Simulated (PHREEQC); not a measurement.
## Hard or scaling water (model solution)

Dissolve 0.0077 mol CaSO4, 6.6e-05 mol Na2SO4 and 2.2e-06 mol H4SiO4 per kg of water at 85 °C. Closed to the air; pH follows from the charge balance.

Computed with PHREEQC (ion-association model, wateq4f.dat).

```yaml
pH: 6.44
ionic_strength: 0.0209 mol/kgw
```

```
species  molality  activity   log γ
-------  --------  --------  ------
SO4-2     0.00525   0.00282  -0.269
Ca+2      0.00519   0.00282  -0.265
CaSO4     0.00251   0.00253   0.002
Na+      0.000130  0.000111  -0.068
NaSO4-    2.50e-6   2.15e-6  -0.066
H4SiO4    2.20e-6   2.21e-6   0.002
OH-       9.81e-7   8.32e-7  -0.071
HSO4-     5.53e-7   4.72e-7  -0.069
H+        4.15e-7   3.64e-7  -0.058
CaHSO4+   1.87e-8   1.60e-8  -0.069
H3SiO4-   4.53e-9   3.86e-9  -0.070
CaOH+     1.49e-9   1.29e-9  -0.065
```

No solid was allowed to form. Constants without temperature data keep their 25 °C values here.
